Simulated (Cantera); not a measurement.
Stirred combustor or abatement burner

A perfectly stirred reactor is fed with CH₄ : H₂ : O₂ : N₂ = 1 : 0.042 : 1.26 : 5.56 (molar parts), equivalence ratio 1.6, at 10.0 bar; it is adiabatic with a 500 K inlet, and is followed from long to short residence time, starting on the burning branch (τ in s: 0.1, 0.039, 0.014, 0.0054, 0.002, 0.00075, 0.00028, 0.0001, 3.9e-05, 1.4e-05, 5.4e-06).

Computed with Cantera and GRI-Mech 3.0 (53 species, 325 reactions).

```tsv
τ (s)	T (K)	x CH₄	x H₂	x O₂	x HO₂	x CH₂	x C₂H₂	x N₂O
0.10	1883	0.00422	0.0776	0.000152	6.31e-8	8.71e-8	0.00199	6.92e-10
0.039	1892	0.00591	0.0705	0.000354	1.48e-7	1.83e-7	0.00322	1.39e-9
0.014	1899	0.00800	0.0624	0.000866	3.71e-7	4.01e-7	0.00449	3.12e-9
0.0054	1899	0.0102	0.0554	0.00196	8.93e-7	7.84e-7	0.00526	6.90e-9
0.0020	1882	0.0130	0.0492	0.00456	2.41e-6	1.40e-6	0.00539	1.67e-8
0.00075	1820	0.0175	0.0438	0.0116	8.24e-6	1.76e-6	0.00444	4.76e-8
0.00028	500	0.127	0.00534	0.160	<1e-12	<1e-12	<1e-12	<1e-12
0.00010	500	0.127	0.00534	0.160	<1e-12	<1e-12	<1e-12	<1e-12
3.9e-5	500	0.127	0.00534	0.160	<1e-12	<1e-12	<1e-12	<1e-12
1.4e-5	500	0.127	0.00534	0.160	<1e-12	<1e-12	<1e-12	<1e-12
5.4e-6	500	0.127	0.00534	0.160	<1e-12	<1e-12	<1e-12	<1e-12
```
x: mole fraction; the columns are a selection and need not sum to one.
